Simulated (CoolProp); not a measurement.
p-xylene along the isotherm 620 K: density (kg/m³) from the reference equation and from simpler models built on Tc = 616.2 K, pc = 3532 kPa, ω = 0.324; each cubic takes its own stable root.

The numbers come from the reference Helmholtz-energy equation of state, Zhou 2012 in CoolProp.

| p (kPa) | phase | reference |
|---|---|---|
| 110 | gas | 2.292 |
| 221 | gas | 4.661 |
| 331 | gas | 7.067 |
| 441 | gas | 9.534 |
| 552 | gas | 12.09 |
| 662 | gas | 14.69 |
| 773 | gas | 17.39 |
| 883 | gas | 20.15 |
| 993 | gas | 22.98 |
| 1100 | gas | 25.83 |
| 1210 | gas | 28.85 |
| 1320 | gas | 31.98 |
| 1430 | gas | 35.22 |
| 1550 | gas | 38.89 |
| 1660 | gas | 42.40 |
| 1770 | gas | 46.06 |

Problem. How far does each simpler model (ideal gas, van der Waals, Redlich-Kwong, Soave-Redlich-Kwong, Peng-Robinson) lie from the reference over these 16 states: mean and median of the absolute difference, and the worst?

Solution. 
- ideal gas: mean 10.6 %, median 10.4 %, worst -20.9 % at 620 K and 1770 kPa
- van der Waals: mean 2.3 %, median 2.2 %, worst -4.6 % at 620 K and 1770 kPa
- Redlich-Kwong: mean 1.1 %, median 1.0 %, worst -2.1 % at 620 K and 1770 kPa
- Soave-Redlich-Kwong: mean 1.1 %, median 1.1 %, worst -2.3 % at 620 K and 1770 kPa
- Peng-Robinson: mean 0.0 %, median 0.0 %, worst -0.1 % at 620 K and 1770 kPa
